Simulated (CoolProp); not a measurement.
Normal hydrogen at 298.15 K and 1.54 MPa is compressed adiabatically to 10.4 MPa with isentropic efficiency 0.9. Each further row changes one setting.

Values from CoolProp's reference Helmholtz-energy equation of state, Leachman 2009.

| case | work (kJ/kg) | final temperature (K) | final density (kg/m³) |
|---|---|---|---|
| as stated | ? | 538.5 | ? |
| efficiency 1 | ? | 514.2 | ? |
| efficiency 0.65 | 4920 | ? | ? |

Q: Fill in the missing entries.

A: 
- as stated, work (kJ/kg): 3550
- as stated, final density (kg/m³): 4.51
- efficiency 1, work (kJ/kg): 3200
- efficiency 1, final density (kg/m³): 4.72
- efficiency 0.65, final temperature (K): 632.1
- efficiency 0.65, final density (kg/m³): 3.86
